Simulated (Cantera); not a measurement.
An adiabatic, constant-pressure homogeneous reactor starts with 16.6 % CO, 0.732 % H2, 17.3 % O2, 65.3 % N2, equivalence ratio 0.50, at 1625 K and 9.90 bar.

Detailed kinetics in Cantera: GRI-Mech 3.0 (53 species, 325 reactions). The hydrogen kinetics of GRI-Mech 3.0 are dated; newer H2 mechanisms differ, most at raised pressure.

Q: Predict: time of steepest temperature rise; temperature at 4.00 s; equilibrium temperature; x(CO) at 4.00 s; x(H2) at 4.00 s; x(O2) at 4.00 s; x(NO) at 4.00 s; x(CO2) at 4.00 s.

A: 
```json
{
 "time_of_steepest_temperature_rise": "4.71 µs",
 "temperature at 4.00 s": "2713 K",
 "equilibrium_temperature": "2713 K",
 "x(CO) at 4.00 s": "0.0180 (gas-phase equilibrium 0.0180)",
 "x(H2) at 4.00 s": "0.000102 (gas-phase equilibrium 0.000102)",
 "x(O2) at 4.00 s": "0.0897 (gas-phase equilibrium 0.0897)",
 "x(NO) at 4.00 s": "0.0200 (gas-phase equilibrium 0.0200)",
 "x(CO2) at 4.00 s": "0.162 (gas-phase equilibrium 0.162)"
}
```
